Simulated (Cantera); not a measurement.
Charge: 1 mol TEOS, 9 mol H₂O, equilibrated at 0.0133 bar.

Cantera equilibrium calculation (NASA polynomials, part measured and part estimated; ideal gas, pure solids and liquids). Candidate condensed phases: C, C₆H₆, C₇H₈, C₈H₁₈, H₂O, Si, SiC, SiO₂; 123 gas species. The feed counts by its element totals alone. The tables hold silica as quartz up to 1696 K and as liquid above; real silica turns to tridymite and cristobalite and melts near 1996 K. The numbers say what is thermodynamically allowed, not how fast it happens. All values below are at 1148 K.

Base state: H₂ 0.622, CO 0.267, H₂O 0.0815, CO₂ 0.0296 (mole fractions); condensed: SiO₂(β-quartz).

Task: What changes in the equilibrium state with this change: H₂O from 9 to 3 mol?

Result: 
```
species               before     after
-------------------  -------  --------
H₂                     0.622     0.722
CO                     0.267     0.278
CH₄                  1.60e-7  0.000165
H₂O                   0.0815  0.000128
CO₂                   0.0296   4.18e-5
SiO₂(β-quartz), mol     1.00      1.00
C(graphite), mol           0      3.00
```
